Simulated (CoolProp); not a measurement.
Vapour-liquid equilibrium of R134a (1) + R236FA (2) at -74.75 °C; x and y are mole fractions of (1).

Model: multi-fluid Helmholtz-energy mixture model, Tillner-Roth 1994 and Pan 2012; pair parameters Bell 2016, in CoolProp.

```csv
x,bubble pressure (MPa),y at the bubble point,dew pressure at overall composition x (MPa),liquid density (mol/L)
0.05,0.001339,0.213,0.001156,11.05
0.2,0.002015,0.558,0.001322,11.53
0.35,0.002681,0.729,0.001545,12.05
0.5,0.003346,0.833,0.001857,12.61
0.65,0.004013,0.902,0.002325,13.22
0.8,0.004685,0.952,0.003104,13.88
0.95,0.005360,0.990,0.004653,14.59
```

No azeotrope shows between x = 0.05 and 0.95.

The pair parameters rest on a limited set of measurements; away from them the model extrapolates.
